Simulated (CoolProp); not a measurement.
Vapour-liquid equilibrium of hydrogen chloride (1) + propane (2) at 274.4 K; x and y are mole fractions of (1).

Computed with CoolProp (multi-fluid Helmholtz-energy mixture model, Thol 2018 and Lemmon 2009; pair parameters Bell 2016).

Task: Give the bubble pressure and the first vapour's composition at x = 0.2, 0.35, 0.95. Is there an azeotrope?

Result: x = 0.2: 1.207 MPa, y = 0.611; x = 0.35: 1.603 MPa, y = 0.727; x = 0.95: 2.605 MPa, y = 0.970. No azeotrope shows between x = 0.05 and 0.95.

The pair parameters rest on a limited set of measurements; away from them the model extrapolates.
